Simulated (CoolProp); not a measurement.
Vapour-liquid equilibrium of benzene (1) + toluene (2) at 0.528 MPa; x and y are mole fractions of (1).

Values from CoolProp's multi-fluid Helmholtz-energy mixture model, Thol 2012 and Lemmon 2006; pair parameters Bell 2016.

| x | bubble temperature, mixture model (°C) | bubble temperature, Raoult's law (°C) | y, mixture model | y, Raoult's law |
|---|---|---|---|---|
| 0.05 | 178.8 | 178.6 | [?] | 0.095 |
| 0.2 | 172.2 | 171.7 | 0.313 | 0.335 |
| 0.35 | 166.2 | 165.6 | 0.499 | 0.524 |
| 0.5 | [?] | 160.1 | 0.653 | 0.674 |
| 0.65 | 155.6 | 155.2 | [?] | 0.795 |
| 0.8 | 150.9 | 150.6 | 0.885 | 0.894 |
| 0.95 | 146.6 | 146.5 | 0.974 | 0.976 |

Problem. Complete the blanks.

Solution. 
- 0.05, y, mixture model: 0.086
- 0.5, bubble temperature, mixture model (°C): 160.6
- 0.65, y, mixture model: 0.780

The largest gap from Raoult's law is +0.6 K in bubble temperature, at x = 0.35. No azeotrope shows between x = 0.05 and 0.95.

Pair parameters are fitted to limited data, so mixtures are less certain than the pure fluids.
